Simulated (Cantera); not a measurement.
Charge: 1 mol CH3SiCl3, 0.11 mol C2H4, 16 mol H2, 0.018 mol HCl, equilibrated at 0.980 bar.

Cantera equilibrium calculation (NASA polynomials, part measured and part estimated; ideal gas, pure solids and liquids). Candidate condensed phases: C, C6H6, C7H8, C8H18, Si, SiC; 109 gas species. The feed counts by its element totals alone. Gases not in the tables: Si2H6 and higher silanes. Rates play no part.

**Question.** What share of the Si ends up in condensed phases as a function of T (°C), at 1150, 1225, 1300, 1375, 1450, 1525, 1600, 1675, 1750, 1825, 1900, 1975?

**Answer.** 
| T (°C) | Si condensed (%) | as |
|---|---|---|
| 1150 | 96.3 | SiC(s) |
| 1225 | 97.1 | SiC(s) |
| 1300 | 97.2 | SiC(s) |
| 1375 | 96.9 | SiC(s) |
| 1450 | 96.4 | SiC(s) |
| 1525 | 95.6 | SiC(s) |
| 1600 | 94.8 | SiC(s) |
| 1675 | 93.8 | SiC(s) |
| 1750 | 92.6 | SiC(s) |
| 1825 | 91.4 | SiC(s) |
| 1900 | 90.0 | SiC(s) |
| 1975 | 88.4 | SiC(s) |
